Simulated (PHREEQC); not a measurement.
# Phosphoric acid bath (model solution)

Consider water at 50 °C with 0.24 mol KH2PO4 and 0.015 mol HF per kg of water. Closed to the air; pH follows from the charge balance.

Computed with PHREEQC (ion-association model, phreeqc.dat).

```yaml
pH: 3.50
ionic_strength: 0.240 mol/kgw
activity_of_water: 0.992
specific_conductance: 32000 µS/cm
density: 1.010 g/cm³
total_alkalinity: -15.0 meq/kg
```

```json
[
 {"species": "K+", "molality": "0.240", "activity": "0.165", "log γ": "-0.163"},
 {"species": "H2PO4-", "molality": "0.230", "activity": "0.167", "log γ": "-0.139"},
 {"species": "F-", "molality": "0.00978", "activity": "0.00666", "log γ": "-0.167"},
 {"species": "H3PO4", "molality": "0.00973", "activity": "0.0103", "log γ": "0.024"},
 {"species": "HF", "molality": "0.00481", "activity": "0.00509", "log γ": "0.024"},
 {"species": "H+", "molality": "0.000406", "activity": "0.000318", "log γ": "-0.106"},
 {"species": "HF2-", "molality": "0.000202", "activity": "0.000147", "log γ": "-0.137"},
 {"species": "HPO4-2", "molality": "0.000140", "activity": "3.71e-5", "log γ": "-0.578"},
 {"species": "KHPO4-", "molality": "1.64e-5", "activity": "1.19e-5", "log γ": "-0.139"}
]
```

No solid was allowed to form. Species that the database lacks are ignored. At this temperature some constants are extrapolated from 25 °C, and those without enthalpy data are left unchanged.
